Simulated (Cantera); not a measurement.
Feed: 1 mol Si, 0.94 mol Br₂, 16 mol N₂, held at 1273 K.

These are equilibrium values from Cantera (NASA tables, ideal gas, pure condensed phases), not measurements of a reactor. Candidate condensed phases: Br₂, Si, Si₃N₄; 13 gas species. N₂ is the only nitrogen source here; it is nearly inert below about 1500 K, so the nitride shown seldom forms there in practice. The tables' values for SiBr₃ are old estimates; treat these amounts as uncertain. Equilibrium is a limit: real reactors are often held back by kinetics, nucleation or transport.

Task: At 320 Pa, list the 4 most abundant gas species with their mole fractions, and the condensed phases.

Result: N₂ 0.962, SiBr₄ 0.0213, SiBr₂ 0.00906, Br 0.00570. Condensed: Si₃N₄(s).
